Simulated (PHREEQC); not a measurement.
Solution (65 °C): 0.022 mol CdSO4, 0.022 mol KCl and 0.058 mol HCl per kg of water. Closed to the air; pH follows from the charge balance.

The numbers come from PHREEQC with the ion-association model, wateq4f.dat.

No solid was allowed to form.

Task: Estimate the pH, ionic strength.

Result: pH 1.47; ionic strength 0.0973 mol/kgw.

Task: In which forms is K present?

Result: K+ 98 %, KSO4- 1.8 % of the K.

Away from 25 °C the constants follow the database's enthalpies or fits; those with neither stay at their 25 °C values.
